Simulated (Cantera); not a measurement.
A freely propagating, adiabatic, planar premixed flame of C₃H₈ : O₂ : N₂ = 1 : 5 : 18.8 (molar parts), equivalence ratio 1.0, unburnt at 375 K and 5180 Torr; mixture-averaged transport, grid criteria slope 0.08 and curve 0.16, no radiation.

Model: GRI-Mech 3.0 (53 species, 325 reactions), integrated in Cantera. GRI-Mech 3.0 was tuned for natural gas; its chemistry of propane as a main component is partial and can be far from experiment. Burning velocities carry a grid error of a few per cent, more on coarse grids.

x: mole fraction of selected species; z is measured from the peak of heat release.

| z (mm) | T (K) | u (m/s) | x C₃H₈ | x O₂ | x CO₂ | x CH₂CO | x H₂ | x CH₃ |
|---|---|---|---|---|---|---|---|---|
| -0.214 | 375 | 0.401 | 0.0403 | 0.201 | 2.80e-7 | <1e-8 | 0.000535 | <1e-8 |
| -0.142 | 377 | 0.404 | 0.0403 | 0.201 | 8.28e-6 | 1.96e-7 | 0.00175 | <1e-8 |
| -0.107 | 385 | 0.413 | 0.0402 | 0.200 | 5.26e-5 | 1.47e-6 | 0.00322 | <1e-8 |
| -0.0712 | ___ | 0.481 | 0.0397 | 0.194 | 0.000584 | 2.11e-5 | 0.00619 | 2.28e-8 |
| -0.0356 | ___ | 0.951 | 0.0306 | 0.153 | 0.00759 | 0.000378 | 0.0109 | 5.09e-5 |
| -0.0178 | ___ | 1.48 | 0.0130 | 0.107 | 0.0193 | 0.00110 | 0.0132 | 0.000746 |
| 0 | ___ | 2.02 | 0.000406 | 0.0576 | 0.0386 | 0.00120 | 0.0131 | 0.000914 |
| 0.0178 | 1963 | 2.26 | 1.36e-7 | 0.0313 | 0.0591 | 0.000157 | 0.00954 | 9.95e-5 |
| 0.0356 | 2052 | 2.35 | <1e-8 | 0.0218 | 0.0733 | 6.77e-6 | 0.00781 | 4.86e-6 |
| 0.0712 | 2148 | 2.44 | <1e-8 | 0.0154 | 0.0859 | 1.77e-8 | 0.00681 | 1.64e-8 |
| 0.142 | 2235 | 2.52 | <1e-8 | 0.0110 | 0.0937 | <1e-8 | 0.00544 | <1e-8 |
| 0.285 | 2297 | 2.59 | <1e-8 | 0.00787 | 0.0991 | <1e-8 | 0.00407 | <1e-8 |
| 0.570 | 2335 | 2.62 | <1e-8 | 0.00583 | 0.103 | <1e-8 | 0.00316 | <1e-8 |

Task: Complete the blanks.

Result: 
- -0.0712, T (K): 446
- -0.0356, T (K): 859
- -0.0178, T (K): 1303
- 0, T (K): 1750
